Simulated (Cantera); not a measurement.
Source: NASA polynomial tables (part measured, part estimated), evaluated in Cantera. Values are per mole of reaction as written; species without (g) are pure solids or liquids, kept so even where they would boil at 1 bar.

Q: Between 1723 and 2423 K, where is each reaction favourable under standard conditions?
- Cl2(g) + MgF2 → MgCl2(g) + 2 F(g)

A: 
- Cl2(g) + MgF2 → MgCl2(g) + 2 F(g): ΔG° is 365 kJ at 1723 K and 187 kJ at 2423 K; it stays positive (K < 1). ΔH° is 793 kJ and ΔS° 250 J/K at 2423 K.
